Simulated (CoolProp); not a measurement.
Saturation properties of hexamethyldisiloxane (MM).

The numbers come from the reference Helmholtz-energy equation of state, Thol 2016 in CoolProp.

| T (K) | p (kPa) | liquid density (kg/m³) | vapour density (kg/m³) | enthalpy of vaporisation (kJ/kg) | surface tension (mN/m) |
|---|---|---|---|---|---|
| 398.7 | 198.6 | 643.3 | 10.83 | 178.8 | 7.11 |
| 404.4 | 228.3 | 635.7 | 12.42 | 175.4 | 6.69 |
| 410.1 | 261.3 | 628.0 | 14.20 | 171.9 | 6.26 |
| 415.7 | 297.1 | 620.2 | 16.15 | 168.4 | 5.86 |
| 421.4 | 337.4 | 612.1 | 18.36 | 164.7 | 5.45 |
| 427.1 | 381.6 | 603.7 | 20.82 | 160.8 | 5.05 |
| 432.7 | 429.1 | 595.3 | 23.52 | 156.9 | 4.66 |
| 438.4 | 482.1 | 586.4 | 26.57 | 152.7 | 4.27 |
| 444.1 | 539.8 | 577.2 | 29.98 | 148.4 | 3.89 |
| 449.7 | 601.5 | 567.8 | 33.73 | 143.9 | 3.52 |
| 455.4 | 669.7 | 557.8 | 37.99 | 139.1 | 3.15 |
| 461.1 | 743.6 | 547.3 | 42.80 | 134.1 | 2.80 |
| 466.7 | 822.3 | 536.5 | 48.12 | 128.8 | 2.46 |
| 472.4 | 908.8 | 524.9 | 54.27 | 123.1 | 2.12 |
| 478.1 | 1002 | 512.4 | 61.31 | 117.0 | 1.79 |

It boils at 373.7 K under 1 atm.

Surface tension comes from a separate correlation (Mulero 2014), older than this fluid's equation and unchecked against measurements.
